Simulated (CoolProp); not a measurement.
Acetone at several states: fugacity coefficient from the reference equation and from simpler models built on Tc = 508.1 K, pc = 4.692 MPa, ω = 0.307; each cubic takes its own stable root.

Values from CoolProp's reference Helmholtz-energy equation of state, Lemmon 2006. It is a short technical equation, of lower accuracy than the large ones.

```tsv
T (K)	p (MPa)	phase	reference
461.8	0.332	gas	0.9609
413.8	4.93	liquid	0.1774
531.7	0.289	gas	0.9794
```

Task: How far does each simpler model (van der Waals, Redlich-Kwong, Soave-Redlich-Kwong, Peng-Robinson) lie from the reference over these 3 states: mean and median of the absolute difference, and the worst?

Result: 
- van der Waals: mean 36.2 %, median 1.3 %, worst +106.8 % at 413.8 K and 4.93 MPa
- Redlich-Kwong: mean 14.3 %, median 0.8 %, worst +41.8 % at 413.8 K and 4.93 MPa
- Soave-Redlich-Kwong: mean 3.4 %, median 0.6 %, worst +9.2 % at 413.8 K and 4.93 MPa
- Peng-Robinson: mean 1.9 %, median 0.3 %, worst +5.4 % at 413.8 K and 4.93 MPa
